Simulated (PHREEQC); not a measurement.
Solution (25 °C): 47 mmol/kgw CuSO4, 0.47 mmol/kgw HCl and 16 mmol/kgw H3BO3. Closed to the air; pH follows from the charge balance.

All values are PHREEQC results (ion-association model, phreeqc.dat), not measurements.

No solid was allowed to form.

Task: What pH, specific conductance does the model give?

Result: pH 3.71; specific conductance 5070 µS/cm.

Task: In which forms is S present?

Result: SO4-2 56 %, CuSO4 43 %, HSO4- 0.5 % of the S.
